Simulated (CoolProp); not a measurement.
Vapour-liquid equilibrium of R134a (1) + R245fa (2) at 291.4 K; x and y are mole fractions of (1).

Computed with CoolProp (multi-fluid Helmholtz-energy mixture model, Tillner-Roth 1994 and Akasaka 2015; pair parameters Akasaka 2014).

Problem. Give the bubble pressure and the first vapour's composition at x = 0.25, 0.65, 0.85. Is there an azeotrope?

Solution. x = 0.25: 0.2171 MPa, y = 0.584; x = 0.65: 0.3840 MPa, y = 0.880; x = 0.85: 0.4722 MPa, y = 0.956. No azeotrope shows between x = 0.05 and 0.95.

The pair parameters rest on a limited set of measurements; away from them the model extrapolates.
